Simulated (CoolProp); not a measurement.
Vapour-liquid equilibrium of octamethyltrisiloxane (MDM) (1) + octamethylcyclotetrasiloxane (D4) (2) at 425.8 K; x and y are mole fractions of (1).

Values from CoolProp's multi-fluid Helmholtz-energy mixture model, Thol 2017 and Thol 2015; pair parameters Bell 2016.

```json
[
 {"x": "0.05", "bubble pressure (kPa)": "56.77", "y at the bubble point": "0.092", "dew pressure at overall composition x (kPa)": "55.53", "liquid density (mol/L)": "2.694"},
 {"x": "0.15", "bubble pressure (kPa)": "61.81", "y at the bubble point": "0.248", "dew pressure at overall composition x (kPa)": "58.57", "liquid density (mol/L)": "2.710"},
 {"x": "0.25", "bubble pressure (kPa)": "66.61", "y at the bubble point": "0.379", "dew pressure at overall composition x (kPa)": "61.88", "liquid density (mol/L)": "2.726"},
 {"x": "0.35", "bubble pressure (kPa)": "71.27", "y at the bubble point": "0.492", "dew pressure at overall composition x (kPa)": "65.50", "liquid density (mol/L)": "2.742"},
 {"x": "0.45", "bubble pressure (kPa)": "75.85", "y at the bubble point": "0.593", "dew pressure at overall composition x (kPa)": "69.48", "liquid density (mol/L)": "2.759"},
 {"x": "0.55", "bubble pressure (kPa)": "80.44", "y at the bubble point": "0.683", "dew pressure at overall composition x (kPa)": "73.85", "liquid density (mol/L)": "2.776"},
 {"x": "0.65", "bubble pressure (kPa)": "85.05", "y at the bubble point": "0.765", "dew pressure at overall composition x (kPa)": "78.71", "liquid density (mol/L)": "2.794"},
 {"x": "0.75", "bubble pressure (kPa)": "89.74", "y at the bubble point": "0.841", "dew pressure at overall composition x (kPa)": "84.16", "liquid density (mol/L)": "2.811"},
 {"x": "0.85", "bubble pressure (kPa)": "94.50", "y at the bubble point": "0.909", "dew pressure at overall composition x (kPa)": "90.36", "liquid density (mol/L)": "2.828"},
 {"x": "0.95", "bubble pressure (kPa)": "99.33", "y at the bubble point": "0.971", "dew pressure at overall composition x (kPa)": "97.62", "liquid density (mol/L)": "2.845"}
]
```

No azeotrope shows between x = 0.05 and 0.95.

The pair parameters rest on a limited set of measurements; away from them the model extrapolates.
